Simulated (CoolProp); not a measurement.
Vapour pressure (MPa) of CF4 (R14): the reference equation beside estimates from Tc = 227.4 K, pc = 3.762 MPa, ω = 0.178. Clausius-Clapeyron is anchored at 140.6 K with a constant enthalpy of vaporisation of 12.04 kJ/mol.

Computed with CoolProp (reference Helmholtz-energy equation of state, Platzer 1990). This equation is an older, rougher fit; its heat capacities, sound speeds and derivatives of the liquid may be far off and weren't checked against measurements.

```tsv
T (K)	reference	Clausius-Clapeyron	van der Waals	Soave-Redlich-Kwong
129.4	0.02878	0.02992	0.2391	0.02844
140.6	0.07296	0.07296	0.3879	0.07270
151.7	0.1576	0.1550	0.5874	0.1581
162.9	0.3046	0.2988	0.8477	0.3075
174.1	0.5372	0.5293	1.173	0.5451
185.2	0.8780	0.8714	1.566	0.8942
196.4	1.362	1.361	2.037	1.390
207.5	2.012	2.019	2.581	2.052
```

Absolute difference from the reference over all 8 rows, mean and median: Clausius-Clapeyron 1.3 and 1.1 %, van der Waals 236.0 and 148.3 %, Soave-Redlich-Kwong 1.3 and 1.3 %.
